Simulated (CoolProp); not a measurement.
Vapour-liquid equilibrium of ethane (1) + hydrogen sulfide (2) at 579 kPa; x and y are mole fractions of (1).

Computed with CoolProp (multi-fluid Helmholtz-energy mixture model, Bücker 2006 and Lemmon 2006; pair parameters Kunz 2012).

| x | bubble temperature (°C) | y at the bubble point | dew temperature at overall composition x (°C) | liquid density (mol/L) |
|---|---|---|---|---|
| 0.05 | -28.5 | 0.318 | -19.8 | 25.18 |
| 0.125 | -37.4 | 0.534 | -22.0 | 24.35 |
| 0.2 | -41.8 | 0.624 | -24.4 | 23.39 |
| 0.275 | -44.0 | 0.668 | -27.0 | [?] |
| 0.35 | -45.2 | 0.694 | -29.7 | 21.54 |
| 0.425 | -46.1 | 0.713 | -32.7 | [?] |
| 0.5 | -46.7 | 0.730 | -35.9 | 19.93 |
| 0.575 | -47.3 | 0.748 | [?] | 19.24 |
| 0.65 | -47.8 | 0.770 | [?] | 18.61 |
| 0.725 | -48.3 | 0.798 | [?] | 18.04 |
| 0.8 | -48.7 | 0.834 | -48.3 | 17.51 |
| 0.875 | -48.9 | 0.882 | -48.9 | 17.03 |
| 0.95 | -48.9 | 0.945 | -48.9 | 16.57 |

### Question
What belongs in the gaps?

### Answer

- 0.275, liquid density (mol/L): 22.44
- 0.425, liquid density (mol/L): 20.70
- 0.575, dew temperature at overall composition x (°C): -39.3
- 0.65, dew temperature at overall composition x (°C): -43.1
- 0.725, dew temperature at overall composition x (°C): -46.5

y crosses x between x = 0.875 and 0.95: the model has an azeotrope there.

The pair parameters rest on a limited set of measurements; away from them the model extrapolates. With so large a gap from Raoult's law the liquid may split in two, which this calculation doesn't test in full.
